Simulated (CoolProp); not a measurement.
R21 along the isotherm 199.85 °C: Z from the reference equation and from simpler models built on Tc = 179.6 °C, pc = 5.289 MPa, ω = 0.206; each cubic takes its own stable root.

Computed with CoolProp (reference Helmholtz-energy equation of state, Platzer 1990). This equation is an older, rougher fit; its heat capacities, sound speeds and derivatives of the liquid may be far off and weren't checked against measurements.

```tsv
p (MPa)	phase	reference
3.31	gas	0.7850
6.61	supercritical	0.4002
9.92	supercritical	0.3213
13.2	supercritical	0.3865
16.5	supercritical	0.4574
19.8	supercritical	0.5287
23.1	supercritical	0.5994
26.4	supercritical	0.6694
```

How far does each simpler model (Redlich-Kwong, Soave-Redlich-Kwong, Peng-Robinson) lie from the reference over these 8 states: mean and median of the absolute difference, and the worst?


- Redlich-Kwong: mean 6.8 %, median 7.1 %, worst +13.1 % at 199.85 °C and 9.92 MPa
- Soave-Redlich-Kwong: mean 9.0 %, median 9.1 %, worst +16.3 % at 199.85 °C and 9.92 MPa
- Peng-Robinson: mean 2.8 %, median 2.5 %, worst +6.0 % at 199.85 °C and 9.92 MPa
